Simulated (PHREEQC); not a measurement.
Make-up at 25 °C: 0.0034 mol/kgw HCl and 0.0008 mol/kgw NaCl. Closed to the air; pH follows from the charge balance.

Model: ion-association model, wateq4f.dat, run in PHREEQC.

Each row changes one thing in this solution. No solid was allowed to form.

```tsv
case	pH	ionic strength (mol/kgw)
as made	2.50	0.00420
temperature from 25 to 65 °C	2.50	0.00420
diluted 2-fold with water	2.79	0.00210
diluted 100-fold with water	4.47	4.20e-5
HCl from 0.0034 to 0.00034 mol/kgw	3.48	0.00114
NaCl replaced by NaHF2 at the same molality	2.56	0.00373
NaCl replaced by NiCl2 at the same molality	2.50	0.00579
NaCl replaced by NaHS at the same molality	2.61	0.00340
```

Complexes and solids missing from the database can't appear. At this temperature some constants are extrapolated from 25 °C, and those without enthalpy data are left unchanged. The polysulfide entries of wateq4f.dat were taken out for this run.
